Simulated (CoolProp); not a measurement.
Model: reference Helmholtz-energy equation of state, Gedanitz 2015, in CoolProp.

**Question.** For cyclopentane, give the phase and the cp (kJ/(kg K)), speed of sound (m/s) at 398.1 K and 0.784 bar; 523.2 K and 0.364 bar.

**Answer.** 
- 398.1 K and 0.784 bar: gas; cp 1.69, speed of sound 223
- 523.2 K and 0.364 bar: gas; cp 2.25, speed of sound 255
